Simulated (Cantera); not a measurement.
**CuF2 + H2 + N2 (halide evaporation, hydrolysis and transport)**

A closed system holds: 1 mol CuF2, 1.8 mol H2, 0.29 mol N2, at 0.100 bar.

Cantera equilibrium calculation (NASA polynomials, part measured and part estimated; ideal gas, pure solids and liquids). Candidate condensed phases: Cu, CuF2; 25 gas species. Equilibrium is a limit: real reactors are often held back by kinetics, nucleation or transport.

From 500 °C to 1000 °C the condensed part is Cu(s). From 1100 °C to 1600 °C the condensed part is Cu(l).

```
T (°C)  log p HF  log p H2  log p N2  log p Cu  log p CuF  n Cu(s)  n Cu(l)
------  --------  --------  --------  --------  ---------  -------  -------
500        -1.19     -1.59     -2.03      <-13       <-13     1.00        0
600        -1.19     -1.59     -2.03      <-13     -11.63     1.00        0
700        -1.19     -1.59     -2.03    -11.29     -10.05     1.00        0
800        -1.19     -1.59     -2.03     -9.62      -8.77     1.00        0
900        -1.19     -1.59     -2.03     -8.24      -7.71    1.000        0
1000       -1.19     -1.59     -2.03     -7.08      -6.81    1.000        0
1100       -1.19     -1.59     -2.03     -6.10      -6.06        0    1.000
1200       -1.19     -1.59     -2.03     -5.29      -5.44        0    1.000
1300       -1.19     -1.59     -2.03     -4.58      -4.91        0    0.999
1400       -1.19     -1.59     -2.03     -3.95      -4.44        0    0.995
1500       -1.19     -1.59     -2.03     -3.40      -4.02        0    0.985
1600       -1.20     -1.59     -2.03     -2.91      -3.65        0    0.955
```
log p: log10 of the partial pressure in bar; n: condensed amount in mol.
